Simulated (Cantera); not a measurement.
Feed: 1 mol Si, 0.0037 mol H2O, 26 mol N2, held at 777 °C and 1 atm.

These are equilibrium values from Cantera (NASA tables, ideal gas, pure condensed phases), not measurements of a reactor. Candidate condensed phases: H2O, Si, SiO2, Si2N2O, Si3N4; 35 gas species. N2 is the only nitrogen source here; it is nearly inert below about 1500 K, so the nitride shown seldom forms there in practice. Mutual solubility and eutectic melting of coexisting phases are not modelled. Rates play no part.

Question: What is the equilibrium state?

Answer: 
* **x(N2)**: 1.000
* **x(H2)**: 0.000146
* **n(Si2N2O(s))**: 0.00370 mol
* **n(Si3N4(s))**: 0.331 mol
* **gas amount**: 25.34 mol
* **log10 activity of Si(s) (absent)**: -6.58
